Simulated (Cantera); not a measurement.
Input: 1 mol SiC, 0.0013 mol O2, 64 mol H2, equilibrated at 1.00 bar.

Cantera equilibrium calculation (NASA polynomials, part measured and part estimated; ideal gas, pure solids and liquids). Candidate condensed phases: C, C6H6, C7H8, C8H18, H2O, Si, SiC, SiO2; 123 gas species. Mutual solubility and eutectic melting of coexisting phases are not modelled. The tables hold silica as quartz up to 1696 K and as liquid above; real silica turns to tridymite and cristobalite and melts near 1996 K. Gases not in the tables: Si2H6 and higher silanes. The numbers say what is thermodynamically allowed, not how fast it happens.

Q: Which condensed phases are stable at each of these points (T (K)): 1100, 1200, 1300, 1400, 1500, 1600, 1700, 1800?

A: 
```
T (K)                 condensed phases  Si condensed (%)
-----  -------------------------------  ----------------
1100   Si(s) + SiC(s) + SiO2(β-quartz)             100.0
1200   Si(s) + SiC(s) + SiO2(β-quartz)             100.0
1300           SiC(s) + SiO2(β-quartz)              99.9
1400                            SiC(s)              99.8
1500                            SiC(s)              99.8
1600                            SiC(s)              99.8
1700                            SiC(s)              99.7
1800                            SiC(s)              99.7
```

From 1100 K to 1200 K the condensed part is Si(s) + SiC(s) + SiO2(β-quartz). At 1300 K the condensed part is SiC(s) + SiO2(β-quartz). From 1400 K to 1800 K the condensed part is SiC(s).
